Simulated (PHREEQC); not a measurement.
0.2 mol of Basaluminite (Al4(OH)10SO4) is brought to equilibrium with 1 kg of water, with rising amounts of (NH4)2SO4, at 25 °C. Oxygen alone is held at its pressure in air (log pO2 = -0.68). CO2 from the air is kept out. Only these solids could form: Basaluminite, Gibbsite.

Computed with PHREEQC (ion-association model, wateq4f.dat).

| (NH4)2SO4 added (mol) | pH | dissolved Al (mol/kgw) | dissolved S (mol/kgw) |
|---|---|---|---|
| 0 | 3.74 | 0.0225 | 0.0339 |
| 0.00833 | [?] | 0.0204 | 0.0391 |
| 0.0167 | 3.84 | 0.0193 | [?] |
| 0.025 | 3.87 | 0.0187 | 0.0531 |
| 0.0333 | 3.90 | 0.0183 | 0.0608 |
| 0.0417 | 3.92 | 0.0180 | 0.0688 |
| 0.0583 | 3.95 | 0.0177 | 0.0850 |
| 0.0667 | 3.96 | 0.0176 | [?] |
| 0.075 | 3.97 | 0.0176 | 0.102 |
| 0.0833 | 3.98 | 0.0176 | [?] |
| 0.0917 | 3.99 | 0.0175 | 0.118 |
| 0.1 | 4.00 | 0.0175 | 0.126 |

Question: Complete the blanks.

Answer: 
- 0.00833, pH: 3.80
- 0.0167, dissolved S (mol/kgw): 0.0458
- 0.0667, dissolved S (mol/kgw): 0.0933
- 0.0833, dissolved S (mol/kgw): 0.110
